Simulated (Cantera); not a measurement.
An isothermal, constant-pressure homogeneous reactor starts with C2H6 : N2 = 1 : 6.4 (molar parts), at 1200 K and 0.150 Torr. Integrator tolerance rtol = 1e-08.

Model: GRI-Mech 3.0 (53 species, 325 reactions), integrated in Cantera. GRI-Mech 3.0 stops at C3 and has no aromatics, soot or wall deposition, so with more carbon than oxygen in the feed, carbon stays in small species such as C2H2 where larger ones or solid carbon would form. Radical loss at walls, strong at low pressure, is not modelled.

| quantity | before | after |
|---|---|---|
| x(C2H6) at 200 s | 5.78e-6 (gas-phase equilibrium 2.27e-10) | 4.83e-6 (gas-phase equilibrium 1.19e-10) |
| x(HCN) at 200 s | 5.54e-9 (gas-phase equilibrium 0.0748) | 7.45e-9 (gas-phase equilibrium 0.0688) |
| x(CH4) at 200 s | 0.0527 (gas-phase equilibrium 0.000250) | 0.0414 (gas-phase equilibrium 0.000165) |
| x(CH2) at 200 s | 8.21e-11 (gas-phase equilibrium 2.22e-12) | 9.49e-11 (gas-phase equilibrium 1.78e-12) |
| x(H2) at 200 s | 0.111 (gas-phase equilibrium 0.212) | 0.0931 (gas-phase equilibrium 0.175) |
| x(C2H) at 200 s | 1.13e-10 (gas-phase equilibrium 3.81e-10) | 1.16e-10 (gas-phase equilibrium 3.25e-10) |

Q: Which change was made?
(A) N2 6.4 to 23 parts
(B) C2H6 1 to 1.8 parts
(C) N2 6.4 to 8.4 parts
(D) N2 6.4 to 43 parts

A: C, N2 6.4 to 8.4 parts
